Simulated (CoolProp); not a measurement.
Properties of isohexane along the isobar 3.86 MPa.

The numbers come from the reference Helmholtz-energy equation of state, Lemmon 2006 in CoolProp. It is a short technical equation, of lower accuracy than the large ones.

```tsv
T (K)	phase	density (kg/m³)	isothermal compressibility (1/MPa)	expansivity (1/kK)
341.2	liquid	613.5	0.002578	(withheld)
357.3	liquid	597.8	0.003074	1.663
373.3	liquid	581.5	0.003715	1.793
389.4	liquid	564.2	0.004578	1.959
405.5	liquid	545.8	(withheld)	2.172
421.5	liquid	526.0	(withheld)	2.456
437.6	liquid	504.1	(withheld)	2.858
453.6	liquid	479.4	0.01481	3.462
469.7	liquid	450.1	(withheld)	4.491
485.8	liquid	412.5	0.04656	6.644
501.8	supercritical	355.1	0.1497	14.00
517.9	supercritical	213.3	1.074	43.43
533.9	supercritical	143.5	0.5990	(withheld)
550	supercritical	119.6	0.4656	8.932
```

**Question.** Complete the blanks.

**Answer.** 
- 341.2, expansivity (1/kK): 1.557
- 405.5, isothermal compressibility (1/MPa): 0.005779
- 421.5, isothermal compressibility (1/MPa): 0.007516
- 437.6, isothermal compressibility (1/MPa): 0.01023
- 469.7, isothermal compressibility (1/MPa): 0.02382
- 533.9, expansivity (1/kK): 14.74
